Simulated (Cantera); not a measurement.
Feed: 1 mol Fe, 1.1 mol CO2, 84 mol H2, equilibrated at 75.0 Torr.

Cantera equilibrium calculation (NASA polynomials, part measured and part estimated; ideal gas, pure solids and liquids). Candidate condensed phases: C, C6H6, C7H8, C8H18, Fe, Fe(CO)5, FeO, Fe(OH)2, Fe(OH)3, Fe2O3, Fe3O4, H2O; 114 gas species. Rates play no part. All values below are at 1900 K.

Base state: H2 0.971, CO 0.0129, H2O 0.0129, H 0.00247, Fe 0.00111, CO2 4.04e-5 (mole fractions); condensed: Fe(l).

Question: What changes in the equilibrium state with this change: pressure from 75.0 Torr to 1 atm?

Answer: 
| species | before | after |
|---|---|---|
| H2 | 0.971 | 0.973 |
| CO | 0.0129 | 0.0129 |
| H2O | 0.0129 | 0.0129 |
| H | 0.00247 | 0.000778 |
| Fe | 0.00111 | 0.000110 |
| CO2 | 4.04e-5 | 4.05e-5 |
| Fe(l), mol | 0.905 | 0.991 |
